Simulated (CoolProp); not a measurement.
Vapour pressure (kPa) of CF4 (R14): the reference equation beside estimates from Tc = 227.4 K, pc = 3762 kPa, ω = 0.178. Clausius-Clapeyron is anchored at 182.5 K with a constant enthalpy of vaporisation of 9.562 kJ/mol.

Model: reference Helmholtz-energy equation of state, Platzer 1990, in CoolProp. This equation is an older, rougher fit; its heat capacities, sound speeds and derivatives of the liquid may be far off and weren't checked against measurements.

```csv
T (K),reference,Clausius-Clapeyron,Soave-Redlich-Kwong,Peng-Robinson
164.1,325.0,386.5,328.3,326.5
167.1,380.5,…,384.9,382.2
170.2,…,496.9,450.7,…
173.3,517.2,560.7,524.6,519.7
176.3,595.2,627.8,604.4,598.2
179.4,…,702.7,696.0,688.3
182.5,783.5,783.5,797.4,788.2
185.5,889.0,867.6,…,894.8
188.6,1009,960.6,1028,1016
191.7,1140,1060,1162,1148
194.7,1278,1163,1304,1289
197.8,1434,1276,1463,1446
```

Q: Some entries are withheld; supply them.

A: 
- 167.1, Clausius-Clapeyron: 438.4
- 170.2, reference: 444.9
- 170.2, Peng-Robinson: 447.0
- 179.4, reference: 684.6
- 185.5, Soave-Redlich-Kwong: 905.4

Absolute difference from the reference over all 12 rows, mean and median: Clausius-Clapeyron 8.0 and 7.7 %, Soave-Redlich-Kwong 1.6 and 1.7 %, Peng-Robinson 0.6 and 0.6 %.
